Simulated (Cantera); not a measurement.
# Equilibrium for silicon carbide growth: CH3SiCl3 + C3H8 + H2

Feed: 1 mol CH3SiCl3, 0.016 mol C3H8, a varied amount of H2, at 1275 °C and 133 Pa.

Equilibrium computed with Cantera from the NASA thermochemical tables; the gas is ideal and each condensed phase is pure. Candidate condensed phases: C, C6H6, C7H8, C8H18, Si, SiC; 109 gas species. The feed counts by its element totals alone. The tables' values for SiCl3 are old estimates; treat these amounts as uncertain. Equilibrium is a limit: real reactors are often held back by kinetics, nucleation or transport.

```csv
n(H2) (mol),x H2,x HCl,x SiCl2,x SiCl3,n C(graphite),n SiC(s)
1.7,0.397,0.575,0.0242,0.00149,0.172,0.876
4.5,0.610,0.381,0.00694,0.000228,0.102,0.946
7.4,0.716,0.280,0.00318,7.09e-5,0.0819,0.966
10,0.772,0.225,0.00192,3.31e-5,0.0732,0.974
13,0.814,0.184,0.00121,1.67e-5,0.0673,0.980
16,0.843,0.155,0.000835,9.53e-6,0.0636,0.984
19,0.864,0.135,0.000610,5.95e-6,0.0610,0.986
22,0.880,0.119,0.000465,3.96e-6,0.0590,0.988
```
x: gas mole fraction; n: condensed amount in mol.

From 1.7 mol H2 to 22 mol H2 the condensed part is C(graphite) + SiC(s). The main Si-bearing gas is SiCl2 throughout. The share of Si in condensed phases is highest at 22 mol H2 (98.8 %) and lowest at 1.7 mol H2 (87.6 %).
